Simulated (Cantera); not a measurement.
Charge: 1 mol Si, 0.59 mol NF₃, 2.5 mol H₂.

Points: T (K) = 925, 975, 1025, 1075, 1125, 1175, 1225, 1275, 1325, 1375, 1425; P (Pa) = 1, 6.8, 46, 320, 2200, 15000, 100000.

Cantera's Mixture.equilibrate('TP', solver="vcs", rtol=1e-11, max_steps=5000) on the NASA tables stopped like this:

```
ERROR: FAILURE its = 5001!

*******************************************************************************
CanteraError thrown by MultiPhase::equilibrate:
VCS solver failed. Return code: -1
*******************************************************************************
```

Task: What got this run through?

Result: Several could match; the one computed here: The failure is numerical, not chemical. The same input converged with solver="gibbs", rtol=1e-10, max_steps=50000, and the result passed a check of the equilibrium conditions:
```
    925          1  Si(cr) + Si3N4(a)
    975          1  Si(cr) + Si3N4(a)
   1025          1  Si(cr) + Si3N4(a)
   1075          1  Si(cr) + Si3N4(a)
   1125          1  Si(cr) + Si3N4(a)
   1175          1  Si(cr) + Si3N4(a)
   1225          1  Si(cr) + Si3N4(a)
   1275          1  Si(cr) + Si3N4(a)
   1325          1  Si(cr)
   1375          1  Si(cr)
   1425          1  Si(cr)
    925        6.8  Si(cr) + Si3N4(a)
    975        6.8  Si(cr) + Si3N4(a)
   1025        6.8  Si(cr) + Si3N4(a)
   1075        6.8  Si(cr) + Si3N4(a)
   1125        6.8  Si(cr) + Si3N4(a)
   1175        6.8  Si(cr) + Si3N4(a)
   1225        6.8  Si(cr) + Si3N4(a)
   1275        6.8  Si(cr) + Si3N4(a)
   1325        6.8  Si(cr) + Si3N4(a)
   1375        6.8  Si(cr) + Si3N4(a)
   1425        6.8  Si(cr)
    925         46  Si(cr) + Si3N4(a)
    975         46  Si(cr) + Si3N4(a)
   1025         46  Si(cr) + Si3N4(a)
   1075         46  Si(cr) + Si3N4(a)
   1125         46  Si(cr) + Si3N4(a)
   1175         46  Si(cr) + Si3N4(a)
   1225         46  Si(cr) + Si3N4(a)
   1275         46  Si(cr) + Si3N4(a)
   1325         46  Si(cr) + Si3N4(a)
   1375         46  Si(cr) + Si3N4(a)
   1425         46  Si(cr) + Si3N4(a)
    925        320  Si(cr) + Si3N4(a)
    975        320  Si(cr) + Si3N4(a)
   1025        320  Si(cr) + Si3N4(a)
   1075        320  Si(cr) + Si3N4(a)
   1125        320  Si(cr) + Si3N4(a)
   1175        320  Si(cr) + Si3N4(a)
   1225        320  Si(cr) + Si3N4(a)
   1275        320  Si(cr) + Si3N4(a)
   1325        320  Si(cr) + Si3N4(a)
   1375        320  Si(cr) + Si3N4(a)
   1425        320  Si(cr) + Si3N4(a)
    925       2200  Si(cr) + Si3N4(a)
    975       2200  Si(cr) + Si3N4(a)
   1025       2200  Si(cr) + Si3N4(a)
   1075       2200  Si(cr) + Si3N4(a)
   1125       2200  Si(cr) + Si3N4(a)
   1175       2200  Si(cr) + Si3N4(a)
   1225       2200  Si(cr) + Si3N4(a)
   1275       2200  Si(cr) + Si3N4(a)
   1325       2200  Si(cr) + Si3N4(a)
   1375       2200  Si(cr) + Si3N4(a)
   1425       2200  Si(cr) + Si3N4(a)
    925    1.5e+04  Si(cr) + Si3N4(a)
    975    1.5e+04  Si(cr) + Si3N4(a)
   1025    1.5e+04  Si(cr) + Si3N4(a)
   1075    1.5e+04  Si(cr) + Si3N4(a)
   1125    1.5e+04  Si(cr) + Si3N4(a)
   1175    1.5e+04  Si(cr) + Si3N4(a)
   1225    1.5e+04  Si(cr) + Si3N4(a)
   1275    1.5e+04  Si(cr) + Si3N4(a)
   1325    1.5e+04  Si(cr) + Si3N4(a)
   1375    1.5e+04  Si(cr) + Si3N4(a)
   1425    1.5e+04  Si(cr) + Si3N4(a)
    925      1e+05  Si(cr) + Si3N4(a)
    975      1e+05  Si(cr) + Si3N4(a)
   1025      1e+05  Si(cr) + Si3N4(a)
   1075      1e+05  Si(cr) + Si3N4(a)
   1125      1e+05  Si(cr) + Si3N4(a)
   1175      1e+05  Si(cr) + Si3N4(a)
   1225      1e+05  Si(cr) + Si3N4(a)
   1275      1e+05  Si(cr) + Si3N4(a)
   1325      1e+05  Si(cr) + Si3N4(a)
   1375      1e+05  Si(cr) + Si3N4(a)
   1425      1e+05  Si(cr) + Si3N4(a)
```

The gas is ideal and each condensed phase is pure. Mutual solubility and eutectic melting of coexisting phases are not modelled. The tables' values for SiF2, SiF3 are old estimates.
